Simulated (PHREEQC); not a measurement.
Dissolve 0.0037 mol CaSO4, 0.00029 mol NaHCO3 and 5.5e-06 mol H4SiO4 per kg of water at 25 °C. Closed to the air; pH follows from the charge balance.

The numbers come from PHREEQC with the ion-association model, phreeqc.dat.

Each row changes one thing in this solution. Precipitation was switched off in this run.

```
case                                             pH  ionic strength (mol/kgw)
---------------------------------------  ----------  ------------------------
as made                                        7.95                    0.0124
NaHCO3 from 0.00029 to 5.8e-05 mol/kgw   (withheld)                    0.0121
CaSO4 left out                           (withheld)                  0.000292
diluted 10-fold with water               (withheld)                   0.00145
H4SiO4 left out                                7.96                    0.0124
NaHCO3 from 0.00029 to 0.000145 mol/kgw  (withheld)                    0.0122
NaHCO3 left out                          (withheld)                    0.0121
```

Q: Some entries are withheld; supply them.

A: 
- NaHCO3 from 0.00029 to 5.8e-05 mol/kgw, pH: 7.83
- CaSO4 left out, pH: 8.20
- diluted 10-fold with water, pH: 7.84
- NaHCO3 from 0.00029 to 0.000145 mol/kgw, pH: 7.92
- NaHCO3 left out, pH: 7.01
